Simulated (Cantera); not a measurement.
Feed: 1 mol Si, 0.018 mol N2O, 600 mol N2, at 101000 Pa.

Cantera equilibrium calculation (NASA polynomials, part measured and part estimated; ideal gas, pure solids and liquids). Candidate condensed phases: Si, SiO2, Si2N2O, Si3N4; 16 gas species. Mutual solubility and eutectic melting of coexisting phases are not modelled. Equilibrium is a limit: real reactors are often held back by kinetics, nucleation or transport.

Problem. Which condensed phases are stable at each of these points (T (K)): 1375, 1475, 1575, 1675, 1775, 1875, 1975, 2075?

Solution. 
| T (K) | condensed phases | Si condensed (%) |
|---|---|---|
| 1375 | Si2N2O(s) + Si3N4(s) | 100.0 |
| 1475 | Si2N2O(s) + Si3N4(s) | 100.0 |
| 1575 | Si2N2O(s) + Si3N4(s) | 100.0 |
| 1675 | Si2N2O(s) + Si3N4(s) | 99.8 |
| 1775 | Si3N4(s) | 98.2 |
| 1875 | Si3N4(s) | 98.1 |
| 1975 | Si3N4(s) | 97.5 |
| 2075 | Si3N4(s) | 93.0 |

From 1375 K to 1675 K the condensed part is Si2N2O(s) + Si3N4(s). From 1775 K to 2075 K the condensed part is Si3N4(s).
